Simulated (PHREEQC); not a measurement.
**Copper plating or etch bath (model solution)**

Consider water at 20 °C with 0.018 mol CuCl2 and 0.00012 mol HBF4 per kg of water. Closed to the air; pH follows from the charge balance.

Model: ion-association model, wateq4f.dat, run in PHREEQC.

Each row changes one thing in this solution. No solid was allowed to form.

```
case                                             pH  ionic strength (mol/kgw)  CuCl+ (mol/kgw)  CuCl2 (mol/kgw)  CuOH+ (mol/kgw)  Cu2(OH)2+2 (mol/kgw)  SI of Atacamite (Cu2(OH)3Cl)  SI of Tenorite (CuO)
---------------------------------------------  ----  ------------------------  ---------------  ---------------  ---------------  --------------------  ----------------------------  --------------------
as made                                        3.50                    0.0530         0.000612          7.17e-6          3.23e-7               4.06e-8                         -2.77                 -2.89
0.0026 mol/kgw LiOH added                      5.75                    0.0522         0.000544          6.41e-6                ?              0.000989                         +3.86                 +1.55
temperature from 20 to 25 °C                   3.51                    0.0527         0.000771          9.48e-6          3.25e-7               6.81e-8                         -2.53                 -2.69
HBF4 from 0.00012 to 6e-05 mol/kgw             3.75                    0.0529         0.000613          7.19e-6          5.80e-7               1.30e-7                         -2.01                 -2.38
HBF4 replaced by Na2SiF6 at the same molality  3.55                    0.0532         0.000611          7.15e-6          3.63e-7               5.13e-8                         -2.62                 -2.79
HBF4 left out                                  4.68                    0.0527         0.000614          7.20e-6          4.90e-6               9.34e-6                         +0.77                 -0.53
0.00089 mol/kgw Na2CO3 added                   5.52                    0.0525         0.000574                ?          3.16e-5              0.000388                         +3.23                 +1.12
```

Some entries are withheld; supply them.


- 0.0026 mol/kgw LiOH added, CuOH+ (mol/kgw): 5.05e-5
- 0.00089 mol/kgw Na2CO3 added, CuCl2 (mol/kgw): 6.74e-6

Some of these states are supersaturated (in Atacamite, Cu(OH)2, Quartz (slow to form), for instance). Real BF4- forms and hydrolyses slowly; the run takes it at equilibrium.
